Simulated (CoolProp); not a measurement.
Saturation properties of n-perfluorobutane.

Computed with CoolProp (reference Helmholtz-energy equation of state, Gao 2022).

```
T (K)   p (MPa)  vapour density (kg/m³)  enthalpy of vaporisation (kJ/kg)  liquid cp (kJ/(kg K))
-----  --------  ----------------------  --------------------------------  ---------------------
224.6  0.009527                   1.224                             112.1                  1.049
228.6   0.01225                     ___                             110.9                    ___
232.6   0.01557                     ___                               ___                  1.058
236.5   0.01949                   2.392                             108.5                  1.062
240.5       ___                   2.941                               ___                  1.067
244.5   0.03004                   3.586                             106.0                  1.071
248.4   0.03663                   4.318                             104.8                  1.076
252.4   0.04455                     ___                             103.6                  1.081
256.4       ___                   6.187                             102.3                  1.086
260.4   0.06442                   7.333                             101.1                  1.091
```

### Question
What belongs in the gaps?

### Answer

- 228.6, vapour density (kg/m³): 1.548
- 228.6, liquid cp (kJ/(kg K)): 1.054
- 232.6, vapour density (kg/m³): 1.939
- 232.6, enthalpy of vaporisation (kJ/kg): 109.7
- 240.5, p (MPa): 0.02431
- 240.5, enthalpy of vaporisation (kJ/kg): 107.3
- 252.4, vapour density (kg/m³): 5.187
- 256.4, p (MPa): 0.05376

It boils at 271.1 K under 1 atm.
